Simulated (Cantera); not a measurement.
What does this Cantera script print?

```python
import numpy as np
import cantera as ct

gas = ct.Solution("gri30.yaml")
gas.TPX = 2023, 98000, {'NO': 1, 'N2': 0.39, 'H2O': 0.0031}
inlet = ct.Reservoir(gas, clone=True)

reactor = ct.IdealGasConstPressureReactor(gas, energy="off", clone=False)
exhaust = ct.Reservoir(gas, clone=True)
tau = [0.77, 0.31, 0.12, 0.05, 0.02, 0.0081, 0.0033][0]
for a, b in ((inlet, reactor), (reactor, exhaust)):
    ct.MassFlowController(a, b, mdot=lambda t: reactor.mass / tau)
net = ct.ReactorNet([reactor])
show = ['NO', 'O2', 'NO2', 'N2', 'O', 'N2O']

rows = []
print(f"{'tau/s':>10s}{'T/K':>9s}" + "".join(f"{s:>11s}" for s in show))
for tau in [0.77, 0.31, 0.12, 0.05, 0.02, 0.0081, 0.0033]:
    net.initial_time = 0.0
    net.advance(30 * tau)
    before = gas.X
    net.advance(40 * tau)
    drift = np.max(np.abs(gas.X - before) / (gas.X + 1e-9))
    rows.append([gas.T, *gas[show].X, drift])
    print(f"{tau:10.3e}{gas.T:9.1f}" + "".join(f"{x:11.3e}" for x in gas[show].X))
```

It prints:

```
     tau/s      T/K         NO         O2        NO2         N2          O        N2O
 7.700e-01   2023.0  2.928e-01  2.117e-01  4.843e-04  4.922e-01  3.781e-04  3.599e-05
 3.100e-01   2023.0  4.335e-01  1.413e-01  5.896e-04  4.218e-01  3.138e-04  7.999e-05
 1.200e-01   2023.0  5.649e-01  7.569e-02  5.724e-04  3.561e-01  2.375e-04  1.386e-04
 5.000e-02   2023.0  6.441e-01  3.623e-02  4.693e-04  3.165e-01  1.746e-04  1.824e-04
 2.000e-02   2023.0  6.866e-01  1.511e-02  3.500e-04  2.953e-01  1.258e-04  2.071e-04
 8.100e-03   2023.0  7.050e-01  6.026e-03  2.603e-04  2.861e-01  9.419e-05  2.135e-04
 3.300e-03   2023.0  7.125e-01  2.311e-03  2.007e-04  2.824e-01  7.421e-05  2.059e-04
```

Model: GRI-Mech 3.0 (53 species, 325 reactions), integrated in Cantera.
